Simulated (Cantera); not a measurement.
Charge: 1 mol FeS, 0.5 mol SO2, 1.9 mol CO2, equilibrated at 1280 Torr.

Equilibrium computed with Cantera from the NASA thermochemical tables; the gas is ideal and each condensed phase is pure. Candidate condensed phases: C, Fe, Fe(CO)5, FeO, FeS, FeSO4, FeS2, Fe2O3, Fe2(SO4)3, Fe3O4, S; 25 gas species. Mutual solubility and eutectic melting of coexisting phases are not modelled. FeS: taken at fixed stoichiometry. Gases not in the tables: S3 to S7. Rates play no part.

Question: At 1225 K, list the 4 most abundant gas species with their mole fractions, and the condensed phases.

Answer: CO2 0.776, SO2 0.197, S2 0.0145, CO 0.0104. Condensed: FeS(s) + Fe3O4(s).
